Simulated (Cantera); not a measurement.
Charge: 1 mol SiHCl₃, 0.007 mol C₂H₄, 90 mol H₂, 0.34 mol CH₄, equilibrated at 1200 °C and 7.50 Torr.

Cantera equilibrium calculation (NASA polynomials, part measured and part estimated; ideal gas, pure solids and liquids). Candidate condensed phases: C, C₆H₆, C₇H₈, C₈H₁₈, Si, SiC; 109 gas species. Mutual solubility and eutectic melting of coexisting phases are not modelled. The tables' values for SiCl₃ are old estimates; treat these amounts as uncertain. The numbers say what is thermodynamically allowed, not how fast it happens.

Base state: H₂ 0.970, HCl 0.0274, SiCl₂ 0.00244, H 0.000125, SiCl₃ 2.02e-5 (mole fractions); condensed: Si(s) + SiC(s).

Question: What changes in the equilibrium state with this change: 0.72 mol HCl added?

Answer: 
| species | before | after |
|---|---|---|
| H₂ | 0.970 | 0.964 |
| HCl | 0.0274 | 0.0327 |
| SiCl₂ | 0.00244 | 0.00349 |
| SiCl₃ | 2.02e-5 | 3.46e-5 |
| H | 0.000125 | 0.000124 |
| Si(s), mol | 0.418 | 0.316 |
| SiC(s), mol | 0.354 | 0.354 |

Question: What changes in the equilibrium state with this change: temperature from 1200 °C to 2350 °C?

Answer: 
```tsv
species	before	after
H₂	0.970	0.629
H	0.000125	0.334
HCl	0.0274	0.0193
Si	5.47e-7	0.00829
C₂H₂ (acetylene)	<1e-9	0.00115
SiC₂	<1e-9	0.000311
C₂H	<1e-9	5.64e-5
C	<1e-9	2.69e-5
Si(s), mol	0.418	0
SiC(s), mol	0.354	0
```
The tables' values for SiCl are old estimates; treat these amounts as uncertain.
